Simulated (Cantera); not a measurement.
## Ammonia decomposition in nitride growth gas

An isothermal, constant-pressure homogeneous reactor starts with 10.1 % NH3, 89.0 % N2, 0.850 % H2, at 1750 K and 30000 Pa.

Computed with Cantera and the gas-phase N/H chemistry of the illustrative SiF4/NH3 mechanism in the Surface Chemkin manual (1991). Walls and surfaces, which speed up NH3 decomposition in real reactors, are not modelled.

```
t (s)        x NH3   x N2     x H2    x N2H2       x H     x NH2      x NH
--------  --------  -----  -------  --------  --------  --------  --------
4.00e-5      0.101  0.890  0.00850  7.04e-12   6.74e-8   1.07e-6  5.92e-11
0.000237     0.101  0.890  0.00850  4.01e-10   2.41e-7   6.45e-6   4.71e-9
0.00140      0.101  0.890  0.00852   2.01e-8   1.25e-6   3.75e-5   1.95e-7
0.00828      0.101  0.890  0.00891   2.15e-7   3.70e-6  0.000105   1.13e-6
0.0490      0.0985  0.889   0.0120   2.13e-7   4.90e-6  0.000102   1.22e-6
0.290       0.0864  0.885   0.0285   1.75e-7   1.11e-5   8.67e-5   1.33e-6
1.71        0.0437  0.870   0.0863   6.89e-8   3.77e-5   4.97e-5   1.07e-6
10.1       0.00363  0.856    0.141   2.36e-9  0.000111   7.46e-6   3.09e-7
60.0      0.000136  0.854    0.145  8.61e-12  0.000162   3.96e-7   2.33e-8
```
x: mole fraction; the columns are a selection and need not sum to one.

Equilibrium at this temperature and pressure: NH3 4.95e-7, N2 0.854, H2 0.145, N2H2 <1e-12, H 0.000163, NH2 1.45e-9, NH 8.59e-11 (gas phase only).
